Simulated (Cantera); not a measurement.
# NO annealing gas

An isothermal, constant-pressure homogeneous reactor starts with 53.5 % NO, 46.5 % N2, at 2023 K and 0.109 atm.

Cantera simulation using GRI-Mech 3.0 (53 species, 325 reactions); the numbers are that mechanism's predictions, not measurements.

```csv
t (s),x NO,x O2,x O,x N2,x N2O
0.000300,0.535,1.93e-7,1.27e-5,0.465,1.23e-5
0.00133,0.535,4.36e-6,5.72e-5,0.465,4.67e-5
0.00591,0.534,0.000135,0.000220,0.465,0.000110
0.0262,0.531,0.00147,0.000287,0.467,0.000122
0.116,0.519,0.00776,0.000347,0.473,0.000114
0.516,0.459,0.0372,0.000539,0.503,8.37e-5
2.29,0.239,0.147,0.000950,0.613,2.01e-5
10.2,0.0251,0.254,0.00122,0.720,3.34e-7
45.1,0.00881,0.262,0.00124,0.728,1.57e-7
200,0.00879,0.262,0.00124,0.728,1.57e-7
```
x: mole fraction; the columns are a selection and need not sum to one.

Equilibrium at this temperature and pressure: NO 0.00879, O2 0.262, O 0.00124, N2 0.728, N2O 1.57e-7 (gas phase only).
